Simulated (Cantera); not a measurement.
CuO + CO + N₂ (carbothermic reduction)

A closed system holds: 1 mol CuO, 0.65 mol CO, 1.6 mol N₂, equilibrated at 0.0100 bar.

Method: chemical equilibrium by Gibbs-energy minimisation in Cantera with the NASA 1993 tables (ideal gas, pure condensed phases). Candidate condensed phases: C, Cu, CuO, Cu₂O; 27 gas species. Each liquid is taken as pure. Mutual solubility and eutectic melting of coexisting phases are not modelled. Rates play no part.

```csv
T (°C),log p N₂,log p CO₂,log p Cu,log p O₂,log p CO,log p NO,log p O,log p Cu₂,n Cu(l),n Cu₂O(s),n Cu₂O(l)
1127,-2.15,-2.54,-5.87,-4.95,-6.07,-6.30,-8.50,-9.58,0.310,0.345,0
1177,-2.15,-2.54,-5.46,-4.46,-5.96,-5.94,-7.93,-9.02,0.331,0.334,0
1227,-2.15,-2.54,-5.08,-4.00,-5.85,-5.60,-7.39,-8.49,0.389,0.304,0
1277,-2.16,-2.55,-4.73,-3.67,-5.71,-5.33,-6.94,-8.00,0.494,0,0.251
1327,-2.17,-2.56,-4.40,-3.41,-5.55,-5.11,-6.54,-7.55,0.660,0,0.165
1377,-2.18,-2.57,-4.09,-3.16,-5.42,-4.91,-6.17,-7.12,0.952,0,0.0141
1427,-2.19,-2.58,-3.80,-3.15,-5.17,-4.82,-5.93,-6.72,0.961,0,0
1477,-2.19,-2.59,-3.52,-3.16,-4.93,-4.74,-5.71,-6.34,0.925,0,0
1527,-2.21,-2.60,-3.27,-3.17,-4.70,-4.68,-5.50,-5.98,0.860,0,0
1577,-2.23,-2.62,-3.02,-3.19,-4.50,-4.62,-5.31,-5.65,0.743,0,0
1627,-2.26,-2.66,-2.79,-3.22,-4.31,-4.59,-5.13,-5.33,0.527,0,0
1677,-2.32,-2.73,-2.57,-3.27,-4.16,-4.58,-4.98,-5.03,0.101,0,0
```
log p: log10 of the partial pressure in bar; n: condensed amount in mol.

From 1127 °C to 1227 °C the condensed part is Cu(l) + Cu₂O(s). From 1277 °C to 1377 °C the condensed part is Cu(l) + Cu₂O(l). From 1427 °C to 1677 °C the condensed part is Cu(l). The main Cu-bearing gas is Cu throughout. The share of Cu in condensed phases is highest at 1127 °C (100.0 %) and lowest at 1677 °C (10.1 %).
